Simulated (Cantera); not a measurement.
Charge: 1 mol borazine, 16 mol N₂, equilibrated at 20.0 Pa.

Cantera equilibrium calculation (NASA polynomials, part measured and part estimated; ideal gas, pure solids and liquids). Candidate condensed phases: B, BN; 15 gas species. The feed counts by its element totals alone. Equilibrium is a limit: real reactors are often held back by kinetics, nucleation or transport.

Q: What share of the B ends up in condensed phases as a function of T (°C), at 1200, 1350, 1500, 1650, 1800, 1950, 2100?

A: 
```json
[
 {"T (°C)": "1200", "B condensed (%)": "100.0", "as": "BN(s)"},
 {"T (°C)": "1350", "B condensed (%)": "100.0", "as": "BN(s)"},
 {"T (°C)": "1500", "B condensed (%)": "100.0", "as": "BN(s)"},
 {"T (°C)": "1650", "B condensed (%)": "99.9", "as": "BN(s)"},
 {"T (°C)": "1800", "B condensed (%)": "98.4", "as": "B(s)"},
 {"T (°C)": "1950", "B condensed (%)": "85.9", "as": "B(s)"},
 {"T (°C)": "2100", "B condensed (%)": "0.0", "as": "-"}
]
```
